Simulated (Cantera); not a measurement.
A closed system holds: 1 mol V2O3, 200 mol H2, a varied amount of H2O, held at 1648 K and 1000 Pa.

These are equilibrium values from Cantera (NASA tables, ideal gas, pure condensed phases), not measurements of a reactor. Candidate condensed phases: H2O, V, VO, V2O3, V2O4, V2O5; 12 gas species. Mutual solubility and eutectic melting of coexisting phases are not modelled. VO: taken at fixed stoichiometry. Condensed phases not in the tables: the oxides between V2O3 and V2O5 other than VO2. Rates play no part.

log p: log10 of the partial pressure in bar; n: condensed amount in mol.

| n(H2O) (mol) | log p H2 | log p H2O | log p H | log p VO2 | n VO(s) | n V2O3(s) |
|---|---|---|---|---|---|---|
| 0.038 | -2.00 | -4.29 | -5.05 | -7.94 | 2.00 | 0 |
| 0.087 | -2.00 | -4.27 | -5.05 | -7.92 | 2.00 | 0 |
| 0.2 | -2.00 | -4.22 | -5.05 | -7.88 | 2.00 | 0 |
| 0.45 | -2.00 | -4.14 | -5.05 | -7.79 | 2.00 | 0 |
| 1 | -2.00 | -4.12 | -5.05 | -7.77 | ? | ? |
| 2.3 | -2.01 | ? | -5.05 | ? | 0 | 1.000 |
| 5.3 | -2.01 | -3.59 | -5.06 | -7.50 | 0 | 1.000 |

Some entries are withheld; supply them.


- 2.3, log p H2O: -3.94
- 2.3, log p VO2: -7.68
- 1, n VO(s): 1.08
- 1, n V2O3(s): 0.461
